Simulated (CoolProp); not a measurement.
CF4 (R14) along the isotherm 385 K: fugacity coefficient from the reference equation and from simpler models built on Tc = 227.4 K, pc = 3762 kPa, ω = 0.178; each cubic takes its own stable root.

Values from CoolProp's reference Helmholtz-energy equation of state, Platzer 1990. This equation is an older, rougher fit; its heat capacities, sound speeds and derivatives of the liquid may be far off and weren't checked against measurements.

```
p (kPa)          phase  reference
-------  -------------  ---------
855                gas     0.9900
1710               gas     0.9804
2570               gas     0.9709
3420               gas     0.9620
4280     supercritical     0.9532
5130     supercritical     0.9449
5990     supercritical     0.9368
6840     supercritical     0.9291
7700     supercritical     0.9218
8550     supercritical     0.9148
9410     supercritical     0.9082
```

How far does each simpler model (van der Waals, Soave-Redlich-Kwong, Peng-Robinson) lie from the reference over these 11 states: mean and median of the absolute difference, and the worst?


- van der Waals: mean 4.1 %, median 4.1 %, worst -7.6 % at 385 K and 9410 kPa
- Soave-Redlich-Kwong: mean 1.1 %, median 1.1 %, worst +2.3 % at 385 K and 9410 kPa
- Peng-Robinson: mean 1.3 %, median 1.4 %, worst -2.0 % at 385 K and 9410 kPa
